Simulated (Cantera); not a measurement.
A closed system holds: 1 mol Si, 1.4 mol O2, 120 mol H2, held at 10.0 mbar.

Method: chemical equilibrium by Gibbs-energy minimisation in Cantera with the NASA 1993 tables (ideal gas, pure condensed phases). Candidate condensed phases: H2O, Si, SiO2; 18 gas species. The tables hold silica as quartz up to 1696 K and as liquid above; real silica turns to tridymite and cristobalite and melts near 1996 K. Rates play no part.

Question: At 1548 K, list the 4 most abundant gas species with their mole fractions, and the condensed phases.

Answer: H2 0.993, H2O 0.00676, H 0.000307, SiO 9.65e-5. Condensed: SiO2(β-quartz).
